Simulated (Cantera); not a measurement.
Input: 1 mol (CH3)2SiCl2, 1.7 mol H2, 0.34 mol CH4, equilibrated at 2373 K and 4.60 mbar.

Method: chemical equilibrium by Gibbs-energy minimisation in Cantera with the NASA 1993 tables (ideal gas, pure condensed phases). Candidate condensed phases: C, C6H6, C7H8, C8H18, Si, SiC; 109 gas species. The feed counts by its element totals alone. The tables' values for SiCl, SiCl3 are old estimates; treat these amounts as uncertain. Gases not in the tables: Si2H6 and higher silanes. The numbers say what is thermodynamically allowed, not how fast it happens.

Base state: H2 0.523, HCl 0.178, H 0.149, Si 0.0663, Cl 0.0363, SiCl2 0.0174, SiC2 0.0117, SiCl 0.00721 (mole fractions); condensed: C(graphite) + SiC(s).

Q: What changes in the equilibrium state with this change: temperature from 2373 K to 2250 K?

A: 
| species | before | after |
|---|---|---|
| H2 | 0.523 | 0.621 |
| HCl | 0.178 | 0.226 |
| H | 0.149 | 0.0863 |
| Si | 0.0663 | 0.0160 |
| SiC2 | 0.0117 | 0.00186 |
| Cl | 0.0363 | 0.0227 |
| SiCl2 | 0.0174 | 0.0188 |
| C3 | 1.34e-5 | 1.41e-6 |
| SiC | 1.54e-5 | 1.78e-6 |
| Si2 | 0.000254 | 3.52e-5 |
| Si2C | 0.00670 | 0.00111 |
| C(graphite), mol | 1.97 | 1.57 |
| SiC(s), mol | 0.0826 | 0.706 |
